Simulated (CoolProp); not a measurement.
Methanol along the isobar 5.15 bar: Z from the reference equation and from simpler models built on Tc = 240.2 °C, pc = 82.16 bar, ω = 0.565; each cubic takes its own stable root.

The numbers come from the reference Helmholtz-energy equation of state, de Reuck 1993 in CoolProp.

```
T (°C)   phase  reference
------  ------  ---------
4.45    liquid   0.008871
11.95   liquid   0.008713
19.45   liquid   0.008565
26.95   liquid   0.008426
34.45   liquid   0.008295
41.85   liquid   0.008174
49.35   liquid   0.008058
56.85   liquid   0.007951
64.35   liquid   0.007851
71.75   liquid   0.007760
79.25   liquid   0.007675
86.75   liquid   0.007597
94.25   liquid   0.007527
```

How far does each simpler model (van der Waals, Redlich-Kwong, Soave-Redlich-Kwong, Peng-Robinson) lie from the reference over these 13 states: mean and median of the absolute difference, and the worst?


- van der Waals: mean 9952.9 %, median 11594.0 %, worst +12622.2 % at 94.25 °C and 5.15 bar
- Redlich-Kwong: mean 2860.2 %, median 39.6 %, worst +12429.6 % at 94.25 °C and 5.15 bar
- Soave-Redlich-Kwong: mean 30.1 %, median 29.9 %, worst +31.0 % at 94.25 °C and 5.15 bar
- Peng-Robinson: mean 15.4 %, median 15.3 %, worst +15.8 % at 94.25 °C and 5.15 bar

At some of these states van der Waals, Redlich-Kwong gives the other phase, because its saturation line lies elsewhere.
